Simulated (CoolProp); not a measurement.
Vapour-liquid equilibrium of m-xylene (1) + n-undecane (2) at 77.55 °C; x and y are mole fractions of (1).

The numbers come from the multi-fluid Helmholtz-energy mixture model, Zhou 2012 and Aleksandrov 2011; pair parameters Bell 2016 in CoolProp.

| x | bubble pressure (kPa) | y at the bubble point | dew pressure at overall composition x (kPa) | liquid density (mol/L) |
|---|---|---|---|---|
| 0.05 | 2.138 | 0.316 | 1.610 | 4.558 |
| 0.125 | 3.028 | 0.554 | 1.730 | 4.719 |
| 0.2 | 3.911 | 0.683 | 1.871 | 4.891 |
| 0.275 | 4.795 | 0.765 | 2.036 | 5.073 |
| 0.35 | 5.683 | 0.822 | 2.233 | 5.267 |
| 0.425 | 6.580 | 0.864 | 2.472 | 5.474 |
| 0.5 | 7.487 | 0.896 | 2.768 | 5.695 |
| 0.575 | 8.406 | 0.922 | 3.144 | 5.932 |
| 0.65 | 9.336 | 0.942 | 3.638 | 6.186 |
| 0.725 | 10.27 | 0.959 | 4.315 | 6.459 |
| 0.8 | 11.22 | 0.973 | 5.299 | 6.754 |
| 0.875 | 12.17 | 0.985 | 6.862 | 7.072 |
| 0.95 | 13.11 | 0.994 | 9.754 | 7.417 |

No azeotrope shows between x = 0.05 and 0.95.

Pair parameters are fitted to limited data, so mixtures are less certain than the pure fluids.
